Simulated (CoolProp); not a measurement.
Fluorine at several states: Z from the reference equation and from simpler models built on Tc = 144.4 K, pc = 52.40 bar, ω = 0.045; each cubic takes its own stable root.

Values from CoolProp's reference Helmholtz-energy equation of state, de Reuck 1990.

```json
[
 {"T (K)": "84.3", "p (bar)": "3.64", "phase": "liquid", "reference": "0.01309"},
 {"T (K)": "275.5", "p (bar)": "200", "phase": "supercritical", "reference": "0.9517"},
 {"T (K)": "97.2", "p (bar)": "0.115", "phase": "gas", "reference": "0.9975"},
 {"T (K)": "105.2", "p (bar)": "54.3", "phase": "liquid", "reference": "0.1722"},
 {"T (K)": "163.8", "p (bar)": "40.3", "phase": "gas", "reference": "0.8048"}
]
```

How far does each simpler model (van der Waals, Redlich-Kwong, Soave-Redlich-Kwong, Peng-Robinson) lie from the reference over these 5 states: mean and median of the absolute difference, and the worst?


- van der Waals: mean 1400.4 %, median 6.1 %, worst +6952.7 % at 84.3 K and 3.64 bar
- Redlich-Kwong: mean 0.8 %, median 0.6 %, worst -1.8 % at 275.5 K and 200 bar
- Soave-Redlich-Kwong: mean 0.7 %, median 0.4 %, worst +2.2 % at 275.5 K and 200 bar
- Peng-Robinson: mean 5.6 %, median 3.0 %, worst -11.7 % at 84.3 K and 3.64 bar

At some of these states van der Waals gives the other phase, because its saturation line lies elsewhere.
